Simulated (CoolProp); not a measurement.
Properties of p-xylene along the isobar 1.01 bar.

Model: reference Helmholtz-energy equation of state, Zhou 2012, in CoolProp.

```csv
T (K),phase,Z,isothermal compressibility (1/MPa),viscosity (µPa s),conductivity (mW/(m K)),fugacity coefficient
445.3,gas,0.9658,10.26,9.45,23.9,0.9670
456.5,gas,0.9689,10.23,9.70,25.2,0.9699
467.7,gas,0.9717,10.20,9.94,26.4,0.9725
478.9,gas,0.9741,10.17,10.2,27.7,0.9747
490.1,gas,0.9762,10.15,10.4,28.9,0.9768
501.3,gas,0.9781,10.13,10.7,30.2,0.9785
512.5,gas,0.9798,10.11,10.9,31.5,0.9801
523.7,gas,0.9812,10.09,11.2,32.8,0.9816
534.9,gas,0.9826,10.08,11.4,34.1,0.9828
546.1,gas,0.9838,10.07,11.6,35.4,0.9840
557.2,gas,0.9848,10.06,11.9,36.7,0.9850
568.4,gas,0.9858,10.04,12.1,38.0,0.9860
579.6,gas,0.9867,10.04,12.3,39.3,0.9868
```

Viscosity comes from a separate model (Balogun 2015). Thermal conductivity comes from a separate model (Mylona 2014).
